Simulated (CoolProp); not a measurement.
50 sccm (0 °C, 1 atm) of nitrogen bubbles through liquid methanol at 295.6 K and leaves saturated at a total pressure of 0.15 MPa (ideal gas phase). Each further row changes one setting.

The numbers come from the reference Helmholtz-energy equation of state, de Reuck 1993 in CoolProp.

| case | vapour pressure (kPa) | mole fraction of vapour | delivery (mg/min) | delivery (sccm) | change of delivery for a bath 1 K warmer (%) |
|---|---|---|---|---|---|
| as stated | 14.9 | ? | 7.86 | 5.50 | 6.0 |
| bath temperature 300.6 K | 19.3 | 0.128 | ? | 7.37 | 6.0 |
| total pressure 0.3 MPa | 14.9 | 0.0495 | 3.72 | ? | 5.7 |

Task: Complete the blanks.

Result: 
- as stated, mole fraction of vapour: 0.0990
- bath temperature 300.6 K, delivery (mg/min): 10.5
- total pressure 0.3 MPa, delivery (sccm): 2.60
